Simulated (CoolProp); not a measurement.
Vapour pressure (bar) of sulfur dioxide: the reference equation beside estimates from Tc = 157.5 °C, pc = 78.87 bar, ω = 0.256. Clausius-Clapeyron is anchored at 104.45 °C with a constant enthalpy of vaporisation of 15.93 kJ/mol.

Model: reference Helmholtz-energy equation of state, Gao 2016, in CoolProp.

| T (°C) | reference | Lee-Kesler | Clausius-Clapeyron | van der Waals | Soave-Redlich-Kwong | Peng-Robinson |
|---|---|---|---|---|---|---|
| 61.95 | 11.59 | 11.64 | 15.99 | 26.57 | 11.67 | 11.53 |
| 68.05 | 13.52 | 13.58 | 17.71 | 28.91 | 13.63 | 13.46 |
| 74.05 | 15.65 | 15.70 | 19.52 | 31.34 | 15.79 | 15.59 |
| 80.15 | 18.05 | 18.11 | 21.47 | 33.93 | 18.24 | 18.00 |
| 86.25 | 20.72 | 20.78 | 23.54 | 36.66 | 20.95 | 20.67 |
| 92.25 | 23.62 | 23.67 | 25.69 | 39.48 | 23.90 | 23.59 |
| 98.35 | 26.87 | 26.91 | 28.00 | 42.47 | 27.21 | 26.86 |
| 104.45 | 30.44 | 30.47 | 30.44 | 45.60 | 30.84 | 30.46 |
| 110.45 | 34.28 | 34.30 | 32.95 | 48.82 | 34.74 | 34.33 |
| 116.55 | 38.54 | 38.55 | 35.63 | 52.23 | 39.06 | 38.64 |
| 122.65 | 43.19 | 43.19 | 38.44 | 55.78 | 43.77 | 43.34 |
| 128.75 | 48.25 | 48.25 | 41.37 | 59.48 | 48.87 | 48.45 |
| 134.75 | 53.66 | 53.67 | 44.37 | 63.25 | 54.29 | 53.91 |
| 140.85 | 59.63 | 59.67 | 47.55 | 67.24 | 60.24 | 59.92 |

Absolute difference from the reference over all 14 rows, mean and median: Lee-Kesler 0.2 and 0.1 %, Clausius-Clapeyron 15.2 and 13.9 %, van der Waals 60.3 and 53.9 %, Soave-Redlich-Kwong 1.1 and 1.2 %, Peng-Robinson 0.3 and 0.3 %.
